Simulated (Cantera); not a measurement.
Feed: 1 mol Fe2O3, 0.41 mol C, 0.94 mol N2, at 2248.15 K and 1.70 bar.

These are equilibrium values from Cantera (NASA tables, ideal gas, pure condensed phases), not measurements of a reactor. Candidate condensed phases: C, Fe, Fe(CO)5, FeO, Fe2O3, Fe3O4; 27 gas species. The tables' stoichiometric FeO is somewhat more stable than real wüstite, so its field is too wide. FeO: taken at fixed stoichiometry. Rates play no part.

Base state: N2 0.647, CO2 0.277, O2 0.0620, CO 0.00710, NO 0.00692, O 0.000697, FeO 4.10e-5 (mole fractions); condensed: FeO(l).

Problem. What changes in the equilibrium state with this change: pressure from 1.70 bar to 0.270 bar?

Solution. 
```
species        before     after
-----------  --------  --------
N2              0.647     0.643
CO2             0.277     0.265
O2             0.0620    0.0658
CO            0.00710    0.0166
FeO           4.10e-5  0.000258
Fe            5.72e-6   8.78e-5
O            0.000697   0.00180
NO            0.00692   0.00710
FeO(l), mol      2.00      2.00
```

Problem. What changes in the equilibrium state with this change: pressure from 1.70 bar to 13.3 mbar?

Solution. 
| species | before | after |
|---|---|---|
| N2 | 0.647 | 0.618 |
| CO2 | 0.277 | 0.217 |
| O2 | 0.0620 | 0.0820 |
| CO | 0.00710 | 0.0546 |
| Fe | 5.72e-6 | 0.00717 |
| FeO | 4.10e-5 | 0.00523 |
| O | 0.000697 | 0.00905 |
| NO | 0.00692 | 0.00777 |
| FeO(l), mol | 2.00 | 1.98 |
